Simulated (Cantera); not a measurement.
Input (Python, Cantera) and output of one run.

```python
import numpy as np
import cantera as ct

gas_names = """
    I I2 N N2 Na NaI Na2
""".split()
cond_names = """
    I2(cr) I2(L) Na(cr) Na(L) NaI(s) NaI(L)
""".split()


def load(file, names, dense=False):
    # The tables refer to 1 bar. Condensed volumes are neglected.
    table = {s.name: s for s in ct.Species.list_from_file(file)}
    out = []
    for n in names:
        d = dict(table[n].input_data)
        d["thermo"] = dict(d["thermo"], **{"reference-pressure": 1e5})
        if dense:
            d["equation-of-state"] = {"model": "constant-volume", "density": "1e6 g/cm^3"}
        out.append(ct.Species.from_dict(d))
    return out


gas = ct.Solution(thermo="ideal-gas", species=load("nasa_gas.yaml", gas_names))
cond = {s.name: ct.Solution(thermo="fixed-stoichiometry", species=[s], name=s.name)
        for s in load("nasa_condensed.yaml", cond_names, dense=True)}
atoms = {
    'NaI': {'Na': 1, 'I': 1},
    'N2': {'N': 2},
}
top_T = {}  # K; cautious upper limits of use, not melting points


def equilibrate(T, P, feed):
    n = {}
    for name, mol in feed.items():
        for a, k in atoms[name].items():
            n[a] = n.get(a, 0.0) + k * mol
    gas.TPX = T, P, n
    mass = sum(n.values()) * gas.mean_molecular_weight
    gas.equilibrate("TP")
    valid = [c for c in cond.values() if c.min_temp <= T <= top_T.get(c.name, c.max_temp)]
    mix = ct.Mixture([(gas, mass / gas.mean_molecular_weight)] + [(c, 0.0) for c in valid])
    mix.T, mix.P = T, P
    mix.equilibrate("TP", solver="vcs", rtol=1e-11, max_steps=5000)
    return mix


results = []
feed = {'NaI': 1, 'N2': 11}  # mol
P = 2000  # Pa
for T in [723, 873, 1023, 1173, 1323, 1473, 1623, 1773, 1923, 2073]:
    mix = equilibrate(T, P, feed)
    results.append((T, P, feed, dict(zip(mix.species_names, mix.species_moles))))

top = {s: max(r[3][s] / sum(r[3][g] for g in gas_names) for r in results) for s in gas_names}
cols = sorted((s for s in top if top[s] > 1e-05), key=lambda s: -top[s])[:7]
seen = [c for c in cond_names if any(r[3].get(c, 0) > 1e-12 for r in results)]
print("log10 of partial pressures in bar; condensed amounts in mol")
print(f"{'T/K':>10s}" + "".join(f"{s[:9]:>10s}" for s in cols + seen))
for T, P, feed, n in results:
    ng = sum(n[g] for g in gas_names)
    print(f"{T:10.4g}" + "".join(f"{np.log10(max(n[s] / ng * P / 1e5, 1e-99)):10.3f}" for s in cols)
          + "".join(f"{n.get(c, 0):10.4g}" for c in seen))
```

Result:

```
log10 of partial pressures in bar; condensed amounts in mol
       T/K        N2       NaI        Na         I    NaI(s)    NaI(L)
       723    -1.699    -6.757   -12.063   -12.064    0.9999         0
       873    -1.700    -4.401    -8.991    -8.991    0.9781         0
      1023    -1.728    -2.881    -6.890    -6.890         0    0.2265
      1173    -1.737    -2.779    -5.839    -5.839         0         0
      1323    -1.737    -2.781    -5.065    -5.066         0         0
      1473    -1.738    -2.788    -4.452    -4.452         0         0
      1623    -1.739    -2.810    -3.958    -3.959         0         0
      1773    -1.743    -2.863    -3.565    -3.565         0         0
      1923    -1.749    -2.968    -3.263    -3.263         0         0
      2073    -1.756    -3.152    -3.051    -3.051         0         0
```

Method: chemical equilibrium by Gibbs-energy minimisation in Cantera with the NASA 1993 tables (ideal gas, pure condensed phases). Gases not in the tables: NaBr and NaI dimers.
